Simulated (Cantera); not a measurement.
A closed system holds: 1 mol BCl3, 0.071 mol O2, 2.7 mol H2, equilibrated at 1800 K and 75.0 Torr.

These are equilibrium values from Cantera (NASA tables, ideal gas, pure condensed phases), not measurements of a reactor. Candidate condensed phases: B, B2O3, B3O3H3, H2O; 33 gas species. The tables' values for BOCl, BCl, BCl2, BH2 are old estimates; treat these amounts as uncertain. Gases not in the tables: BHCl2. Kinetics and transport are ignored.

Base state: HCl 0.450, H2 0.419, BCl3 0.0751, BOCl 0.0157, HBO 0.0140, BCl 0.0109, BCl2 0.0107, B2O2 0.00177 (mole fractions); condensed: B(s).

What changes in the equilibrium state with this change: BCl3 replaced by BF3?


```tsv
species	before	after
H2	0.419	0.649
BF3	0	0.205
HF	0	0.0912
HCl	0.450	0
BCl3	0.0751	0
BOF	0	0.0364
BOCl	0.0157	0
BCl	0.0109	0
BF2	0	0.0107
BCl2	0.0107	0
HBO	0.0140	0.000255
BHF2	0	0.00565
BF	0	0.000611
Cl	0.000603	0
B(s), mol	0.458	0
```
The tables' values for BF2 are old estimates; treat these amounts as uncertain.

What changes in the equilibrium state with this change: O2 from 0.071 to 2 mol?


```json
[
 {"species": "HCl", "before": "0.450", "after": "0.502"},
 {"species": "H2O", "before": "6.10e-6", "after": "0.167"},
 {"species": "HBO2", "before": "7.92e-5", "after": "0.160"},
 {"species": "H2", "before": "0.419", "after": "8.73e-5"},
 {"species": "O2", "before": "<1e-9", "after": "0.107"},
 {"species": "BCl", "before": "0.0109", "after": "<1e-9"},
 {"species": "BCl2", "before": "0.0107", "after": "<1e-9"},
 {"species": "BCl3", "before": "0.0751", "after": "2.79e-7"},
 {"species": "HBO", "before": "0.0140", "after": "2.14e-7"},
 {"species": "B2O3", "before": "7.57e-5", "after": "0.0112"},
 {"species": "Cl", "before": "0.000603", "after": "0.0466"},
 {"species": "BOCl", "before": "0.0157", "after": "0.00129"},
 {"species": "OH", "before": "<1e-9", "after": "0.00134"},
 {"species": "B2O2", "before": "0.00177", "after": "1.99e-9"},
 {"species": "BO2", "before": "1.11e-8", "after": "0.00155"},
 {"species": "O", "before": "<1e-9", "after": "0.000126"},
 {"species": "B(s), mol", "before": "0.458", "after": "0"}
]
```
The tables' values for BOCl are old estimates; treat these amounts as uncertain.
